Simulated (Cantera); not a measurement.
A perfectly stirred reactor is fed with 3.94 % CH4, 0.551 % C2H6, 0.382 % C3H8, 7.32 % O2, 87.8 % N2, at 2930 Torr; it is adiabatic with a 575 K inlet, and is followed from long to short residence time, starting on the burning branch (τ in s: 0.049, 0.021, 0.0088, 0.0037, 0.0016, 0.00067, 0.00028, 0.00012, 5.1e-05, 2.2e-05, 9.1e-06, 3.9e-06).

Cantera simulation using GRI-Mech 3.0 (53 species, 325 reactions); the numbers are that mechanism's predictions, not measurements.

Q: Predict: blow-out, bracketed by the residence times tried; x(CH4) at τ = 49.0 ms; x(C2H6) at τ = 49.0 ms; x(C3H8) at τ = 49.0 ms; x(H2O) at τ = 49.0 ms; x(CH4) at τ = 0.280 ms; x(C2H6) at τ = 0.280 ms; x(C3H8) at τ = 0.280 ms.

A: 
```json
{
 "blow_out_bracketed_by_the_residence_times_tried": "burning at 49.0 ms, out at 21.0 ms",
 "x(CH4) at τ = 49.0 ms": "0.0133",
 "x(C2H6) at τ = 49.0 ms": "0.000607",
 "x(C3H8) at τ = 49.0 ms": "0.000204",
 "x(H2O) at τ = 49.0 ms": "0.0574",
 "x(CH4) at τ = 0.280 ms": "0.0394",
 "x(C2H6) at τ = 0.280 ms": "0.00551",
 "x(C3H8) at τ = 0.280 ms": "0.00382"
}
```
